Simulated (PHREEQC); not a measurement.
A PHREEQC speciation (ion-association model, phreeqc.dat) at 25 °C gives pH 1.09 and these molalities:

| species | mol/kgw |
|---|---|
| H+ | 0.103 |
| Cl- | 0.0888 |
| HSO4- | 0.0673 |
| CdCl+ | 0.0585 |
| Cd+2 | 0.0248 |
| SO4-2 | 0.0239 |
| CdSO4 | 0.0125 |
| CdCl2 | 0.0104 |
| Cd(SO4)2-2 | 0.00313 |
| CdCl3- | 0.000587 |

**Question.** What are the element totals, and what could have been dissolved in 1 kg of water to give them?

**Answer.** Several could match; the one computed here: totals Cd 0.110, Cl 0.170, S(6) 0.110 mol/kgw, from 0.11 mol/kgw CdSO4 and 0.17 mol/kgw HCl.

Precipitation was switched off in this run. Species that the database lacks are ignored.
